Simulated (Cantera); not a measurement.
Roasting and sulfation: FeS + H2S + O2

Input: 1 mol FeS, 0.4 mol H2S, 0.047 mol O2, held at 1100 Pa.

These are equilibrium values from Cantera (NASA tables, ideal gas, pure condensed phases), not measurements of a reactor. Candidate condensed phases: Fe, FeO, Fe(OH)2, Fe(OH)3, FeS, FeSO4, FeS2, Fe2O3, Fe2(SO4)3, Fe3O4, H2O, H2SO4, S; 22 gas species. FeS: taken at fixed stoichiometry. Gases not in the tables: S3 to S7. The numbers say what is thermodynamically allowed, not how fast it happens.

| T (K) | x H2S | x H2 | x S2 | x H2O | x SH | x SO | x SO2 | x S | n FeS(s) | n FeS2(s) | n FeS(l) |
|---|---|---|---|---|---|---|---|---|---|---|---|
| 650 | 0.580 | 0.185 | 4.77e-7 | 0.235 | 1.92e-9 | <1e-12 | 2.00e-11 | <1e-12 | 0.832 | 0.168 | 0 |
| 750 | 0.704 | 0.0602 | 0.000523 | 0.235 | 2.30e-7 | 9.12e-11 | 1.51e-7 | <1e-12 | 0.882 | 0.118 | 0 |
| 850 | 0.660 | 0.0208 | 0.110 | 0.209 | 8.05e-6 | 1.16e-7 | 0.000171 | 2.25e-10 | 0.996 | 0.00380 | 0 |
| 950 | 0.598 | 0.0649 | 0.134 | 0.203 | 4.77e-5 | 6.56e-7 | 0.000132 | 6.15e-9 | 1.00 | 0 | 0 |
| 1050 | 0.495 | 0.142 | 0.168 | 0.195 | 0.000194 | 3.14e-6 | 0.000144 | 9.32e-8 | 1.00 | 0 | 0 |
| 1150 | 0.371 | 0.234 | 0.209 | 0.185 | 0.000584 | 1.33e-5 | 0.000205 | 8.96e-7 | 1.00 | 0 | 0 |
| 1250 | 0.257 | 0.318 | 0.246 | 0.176 | 0.00138 | 4.91e-5 | 0.000339 | 5.95e-6 | 1.00 | 0 | 0 |
| 1350 | 0.171 | 0.382 | 0.274 | 0.168 | 0.00271 | 0.000160 | 0.000604 | 2.94e-5 | 1.00 | 0 | 0 |
| 1450 | 0.113 | 0.426 | 0.292 | 0.162 | 0.00465 | 0.000461 | 0.00109 | 0.000115 | 1.00 | 0 | 0 |
| 1550 | 0.0753 | 0.455 | 0.302 | 0.157 | 0.00727 | 0.00118 | 0.00192 | 0.000374 | 0 | 0 | 1.000 |
| 1650 | 0.0515 | 0.473 | 0.306 | 0.151 | 0.0106 | 0.00269 | 0.00317 | 0.00105 | 0 | 0 | 1.000 |
| 1750 | 0.0362 | 0.487 | 0.305 | 0.143 | 0.0146 | 0.00548 | 0.00482 | 0.00258 | 0 | 0 | 1.000 |
| 1850 | 0.0260 | 0.495 | 0.299 | 0.132 | 0.0192 | 0.0101 | 0.00668 | 0.00574 | 0 | 0 | 0.998 |
x: gas mole fraction; n: condensed amount in mol.

From 650 K to 850 K the condensed part is FeS(s) + FeS2(s). From 950 K to 1450 K the condensed part is FeS(s). From 1550 K to 1850 K the condensed part is FeS(l).
